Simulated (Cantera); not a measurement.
Cantera run:

```python
import numpy as np
import cantera as ct

gas_names = [...]  # 92 gases of nasa_gas.yaml made of C, H, N
cond_names = """
    C(gr) C6H6(L) C7H8(L) C8H18(L),n-octa
""".split()


# ... load() reads the species with a 1 bar reference pressure and builds the phases ...
atoms = {
    'toluene': {'C': 7, 'H': 8},
    'NH3': {'N': 1, 'H': 3},
    'N2': {'N': 2},
}
top_T = {'C(gr)': 4500}  # K; cautious upper limits of use, not melting points


# ... equilibrate(T, P, feed) seeds the gas with the atoms and calls Mixture.equilibrate('TP', solver="vcs", rtol=1e-11, max_steps=5000) ...
results = []
feed = {'toluene': 1, 'NH3': 0.66, 'N2': 26}  # mol
P = 13000  # Pa
for T in [748, 948, 1148, 1348, 1548, 1748, 1948, 2148, 2348, 2548, 2748]:
    mix = equilibrate(T, P, feed)
    results.append((T, P, feed, dict(zip(mix.species_names, mix.species_moles))))
    x = sorted(zip(gas.X, gas.species_names), reverse=True)
    print(f"T = {T:g} K  P = {P:g} Pa  gas = {mix.phase_moles(0):.4g} mol")
    print("   x: " + "  ".join(f"{s} {v:.3e}" for v, s in x if v > 1e-06))
    print("   condensed (mol): " + ("  ".join(f"{mix.phase(i).name} {mix.phase_moles(i):.4g}"
          for i in range(1, mix.n_phases) if mix.phase_moles(i) > 1e-12) or "none"))
```

It prints:

```
T = 748 K  P = 13000 Pa  gas = 31.05 mol
   x: N2 8.481e-01  H2 1.431e-01  CH4 8.816e-03  NH3 3.385e-05
   condensed (mol): C(gr) 6.726
T = 948 K  P = 13000 Pa  gas = 31.3 mol
   x: N2 8.411e-01  H2 1.583e-01  CH4 5.590e-04  NH3 6.283e-06
   condensed (mol): C(gr) 6.982
T = 1148 K  P = 13000 Pa  gas = 31.32 mol
   x: N2 8.407e-01  H2 1.592e-01  CH4 7.836e-05  HCN 1.492e-05  NH3 1.865e-06
   condensed (mol): C(gr) 6.997
T = 1348 K  P = 13000 Pa  gas = 31.32 mol
   x: N2 8.406e-01  H2 1.592e-01  HCN 1.171e-04  CH4 1.923e-05  H 2.561e-06  HNC 1.142e-06
   condensed (mol): C(gr) 6.996
T = 1548 K  P = 13000 Pa  gas = 31.32 mol
   x: N2 8.404e-01  H2 1.590e-01  HCN 5.364e-04  H 3.406e-05  HNC 1.053e-05  CH4 6.744e-06  C2H2,acetylene 2.495e-06
   condensed (mol): C(gr) 6.982
T = 1748 K  P = 13000 Pa  gas = 31.32 mol
   x: N2 8.397e-01  H2 1.583e-01  HCN 1.724e-03  H 2.521e-04  HNC 5.800e-05  C2H2,acetylene 1.787e-05  CH4 2.995e-06
   condensed (mol): C(gr) 6.943
T = 1948 K  P = 13000 Pa  gas = 31.34 mol
   x: N2 8.379e-01  H2 1.562e-01  HCN 4.324e-03  H 1.239e-03  HNC 2.230e-04  C2H2,acetylene 8.421e-05  CH4 1.553e-06
   condensed (mol): C(gr) 6.852
T = 2148 K  P = 13000 Pa  gas = 31.39 mol
   x: N2 8.339e-01  H2 1.516e-01  HCN 9.013e-03  H 4.501e-03  HNC 6.575e-04  C2H2,acetylene 2.903e-04  CN 8.627e-06  C2N2 5.536e-06
   condensed (mol): C(gr) 6.677
T = 2348 K  P = 13000 Pa  gas = 31.52 mol
   x: N2 8.263e-01  H2 1.422e-01  HCN 1.619e-02  H 1.291e-02  HNC 1.573e-03  C2H2,acetylene 7.769e-04  CN 6.767e-05  C2N2 2.430e-05  C2H 3.590e-06  C4H2 1.743e-06
   condensed (mol): C(gr) 6.387
T = 2548 K  P = 13000 Pa  gas = 31.81 mol
   x: N2 8.131e-01  H2 1.257e-01  H 3.041e-02  HCN 2.547e-02  HNC 3.148e-03  C2H2,acetylene 1.658e-03  CN 3.811e-04  C2N2 8.376e-05  C2H 3.183e-05  C4H2 9.047e-06  C3 7.953e-06  C 2.446e-06  C2H2,vinylidene 1.515e-06  CH3 1.228e-06  N 1.131e-06
   condensed (mol): C(gr) 5.963
T = 2748 K  P = 13000 Pa  gas = 32.32 mol
   x: N2 7.932e-01  H2 1.012e-01  H 5.991e-02  HCN 3.523e-02  HNC 5.345e-03  C2H2,acetylene 2.827e-03  CN 1.655e-03  C2N2 2.383e-04  C2H 1.934e-04  C3 1.265e-04  C4H2 3.285e-05  C 2.839e-05  C2 1.223e-05  N 5.843e-06  C2H2,vinylidene 4.712e-06  CH 2.302e-06  CH2 1.829e-06  C4N2 1.809e-06  CNC 1.630e-06  CH3 1.397e-06  C5 1.006e-06
   condensed (mol): C(gr) 5.405
```

Method: chemical equilibrium by Gibbs-energy minimisation in Cantera with the NASA 1993 tables (ideal gas, pure condensed phases).
